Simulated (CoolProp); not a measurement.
A single-stage vapour-compression cycle with isobutane: evaporating at 328.15 K (dew point), condensing at 384.15 K (bubble point), superheat 0 K, subcooling 0 K, compressor efficiency 0.6, no pressure losses. Each further row changes one setting.

The numbers come from the reference Helmholtz-energy equation of state, Bücker 2006 in CoolProp.

| case | cooling COP | pressure ratio | discharge temperature (K) | refrigerating effect (kJ/kg) | volumetric capacity (kJ/m³) |
|---|---|---|---|---|---|
| as stated | 1.83 | 3.14 | 387.3 | 124 | 2470 |
| evaporating temperature 333.15 K | 2.15 | 2.79 | ___ | 131 | ___ |
| condensing temperature 379.15 K | ___ | 2.87 | 382.1 | 142 | 2810 |
| subcooling 5 K | 2.09 | 3.14 | 387.3 | 142 | 2830 |
| superheat 10 K | 1.98 | 3.14 | ___ | 145 | ___ |
| compressor efficiency 0.5 | 1.52 | 3.14 | ___ | 124 | 2470 |

Task: Complete the blanks.

Result: 
- evaporating temperature 333.15 K, discharge temperature (K): 387.1
- evaporating temperature 333.15 K, volumetric capacity (kJ/m³): 2930
- condensing temperature 379.15 K, cooling COP: 2.23
- superheat 10 K, discharge temperature (K): 395.7
- superheat 10 K, volumetric capacity (kJ/m³): 2730
- compressor efficiency 0.5, discharge temperature (K): 391.6
